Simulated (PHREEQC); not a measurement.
A solution holds 0.05 mol CdSO4, 0.096 mol KCl and 0.02 mol H2SO4 per kg of water, at 25 °C. Closed to the air; pH follows from the charge balance.

All values are PHREEQC results (ion-association model, wateq4f.dat), not measurements.

```
quantity                   before    after
------------------------  -------  -------
pH                           1.78     4.92
ionic strength (mol/kgw)    0.203    0.223
SO4-2 (mol/kgw)            0.0303   0.0378
HSO4- (mol/kgw)            0.0194  1.73e-5
Cd+2 (mol/kgw)             0.0121   0.0114
CdSO4 (mol/kgw)           0.00905   0.0101
SI of CdOHCl (CdOHCl)       -5.49    -2.39
SI of Cd(OH)2 (Cd(OH)2)    -12.51    -6.28
```

**Question.** Which change was made?
A. H2SO4 from 0.02 to 0.2 mol/kgw
B. H2SO4 replaced by MgSO4 at the same molality
C. 0.0026 mol/kgw AlCl3 added
D. H2SO4 replaced by CuSO4 at the same molality

**Answer.** D, H2SO4 replaced by CuSO4 at the same molality

No solid was allowed to form. Some of these states are supersaturated (in Atacamite, Antlerite, for instance).
